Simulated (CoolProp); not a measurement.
Model: reference Helmholtz-energy equation of state, Tillner-Roth 1997, in CoolProp.

**Question.** For CH2F2 (R32), give the phase and the cv (kJ/(kg K)), speed of sound (m/s), Joule-Thomson coefficient (K/MPa), viscosity (µPa s) at 317.5 K and 45.7 kPa; 317.5 K and 2570 kPa.

**Answer.** 
- 317.5 K and 45.7 kPa: gas; cv 0.698, speed of sound 249, Joule-Thomson coefficient 20.7, viscosity 14.2
- 317.5 K and 2570 kPa: gas; cv 1.00, speed of sound 199, Joule-Thomson coefficient 19.1, viscosity 15.1

Viscosity comes from a separate model (Bell 2016), an estimate that may be off by 10 % or more.
